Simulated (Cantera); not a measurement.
An adiabatic, constant-pressure homogeneous reactor starts with CH4 : O2 : N2 : H2O = 1 : 2.2 : 8.26 : 0.51 (molar parts), at 1125 K and 3.75 atm. Integrator tolerance rtol = 1e-08.

Computed with Cantera and GRI-Mech 3.0 (53 species, 325 reactions).

Question: What does this change do: pressure from 3.75 atm to 0.375 atm?

Answer: 
```json
[
 {"quantity": "time of steepest temperature rise", "before": "35.8 ms", "after": "0.344 s"},
 {"quantity": "temperature at 2.00 s", "before": "2569 K", "after": "2463 K"},
 {"quantity": "equilibrium temperature", "before": "2569 K", "after": "2463 K"},
 {"quantity": "x(CH4) at 2.00 s", "before": "<1e-12 (gas-phase equilibrium <1e-12)", "after": "<1e-12 (gas-phase equilibrium <1e-12)"},
 {"quantity": "x(O2) at 2.00 s", "before": "0.0196 (gas-phase equilibrium 0.0196)", "after": "0.0238 (gas-phase equilibrium 0.0238)"},
 {"quantity": "x(H2O) at 2.00 s", "before": "0.195 (gas-phase equilibrium 0.195)", "after": "0.187 (gas-phase equilibrium 0.187)"},
 {"quantity": "x(HCN) at 2.00 s", "before": "2.04e-10 (gas-phase equilibrium 2.04e-10)", "after": "6.69e-11 (gas-phase equilibrium 6.69e-11)"},
 {"quantity": "x(CH2) at 2.00 s", "before": "<1e-12 (gas-phase equilibrium <1e-12)", "after": "<1e-12 (gas-phase equilibrium <1e-12)"},
 {"quantity": "x(NO) at 2.00 s", "before": "0.00735 (gas-phase equilibrium 0.00735)", "after": "0.00672 (gas-phase equilibrium 0.00672)"},
 {"quantity": "x(H2O2) at 2.00 s", "before": "4.34e-7 (gas-phase equilibrium 4.34e-7)", "after": "1.16e-7 (gas-phase equilibrium 1.16e-7)"}
]
```

Question: What does this change do: initial temperature 1125 to 1750 K?

Answer: 
```
quantity                                                              before                                    after
---------------------------------  -----------------------------------------  ---------------------------------------
time of steepest temperature rise                                    35.8 ms                                  50.9 µs
temperature at 2.00 s                                                 2569 K                                   2854 K
equilibrium temperature                                               2569 K                                   2854 K
x(CH4) at 2.00 s                       <1e-12 (gas-phase equilibrium <1e-12)    <1e-12 (gas-phase equilibrium <1e-12)
x(O2) at 2.00 s                        0.0196 (gas-phase equilibrium 0.0196)    0.0259 (gas-phase equilibrium 0.0259)
x(H2O) at 2.00 s                         0.195 (gas-phase equilibrium 0.195)      0.174 (gas-phase equilibrium 0.174)
x(HCN) at 2.00 s                   2.04e-10 (gas-phase equilibrium 2.04e-10)  2.04e-9 (gas-phase equilibrium 2.04e-9)
x(CH2) at 2.00 s                       <1e-12 (gas-phase equilibrium <1e-12)    <1e-12 (gas-phase equilibrium <1e-12)
x(NO) at 2.00 s                      0.00735 (gas-phase equilibrium 0.00735)    0.0128 (gas-phase equilibrium 0.0128)
x(H2O2) at 2.00 s                    4.34e-7 (gas-phase equilibrium 4.34e-7)  7.49e-7 (gas-phase equilibrium 7.49e-7)
```
